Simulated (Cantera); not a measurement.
Cantera run, input and output.

```python
import numpy as np
import cantera as ct

surf = ct.Interface("diamond.yaml", "diamond_100")
gas, bulk = surf.adjacent["gas"], surf.adjacent["diamond"]
k = surf.kinetics_species_index(bulk.species_names[0])
cover = ["c6HH", "c6H*", "c6*H", "c6**", "c6HM", "c6B"]

rows, drift = [], 0.0
print(f"{'T':>10s}{'um/h':>11s}" + "".join(f"{s:>11s}" for s in cover))
for v in [900, 975, 1050, 1125, 1200, 1275, 1350]:
    T, P, xH, xCH3 = v, 30000, 0.016, 3.2e-05
    gas.TPX = T, P, {"H": xH, "CH3": xCH3, "CH4": 0.016, "H2": 1 - xH - xCH3 - 0.016}
    surf.TP = bulk.TP = T, P
    surf.coverages = "c6H*:0.1, c6HH:0.9"
    surf.advance_coverages(100.0)
    before = surf.coverages
    surf.advance_coverages(100.0)
    drift = max(drift, np.max(np.abs(surf.coverages - before) / (surf.coverages + 1e-9)))
    rate = surf.net_production_rates[k] * bulk.mean_molecular_weight / bulk.density * 3.6e9
    rows.append([rate, *surf[cover].coverages])
    print(f"{v:10.4g}{rate:11.4e}" + "".join(f"{x:11.3e}" for x in rows[-1][1:]))
```

It prints:

```
         T       um/h       c6HH       c6H*       c6*H       c6**       c6HM        c6B
       900 3.0266e+00  6.905e-01  1.132e-02  2.916e-01  4.478e-03  1.694e-03  8.213e-09
       975 4.5517e+00  6.187e-01  1.711e-02  3.543e-01  8.273e-03  1.217e-03  1.235e-08
      1050 6.3144e+00  5.518e-01  2.393e-02  4.092e-01  1.384e-02  8.919e-04  1.713e-08
      1125 8.1061e+00  4.914e-01  3.149e-02  4.547e-01  2.137e-02  6.550e-04  2.200e-08
      1200 9.3177e+00  4.382e-01  3.945e-02  4.907e-01  3.091e-02  4.575e-04  2.528e-08
      1275 8.8454e+00  3.919e-01  4.753e-02  5.177e-01  4.233e-02  2.708e-04  2.400e-08
      1350 6.7502e+00  3.522e-01  5.549e-02  5.367e-01  5.537e-02  1.216e-04  1.832e-08
```

Model: the Harris–Goodwin 1993 mechanism for the reconstructed diamond (100) surface, integrated in Cantera.
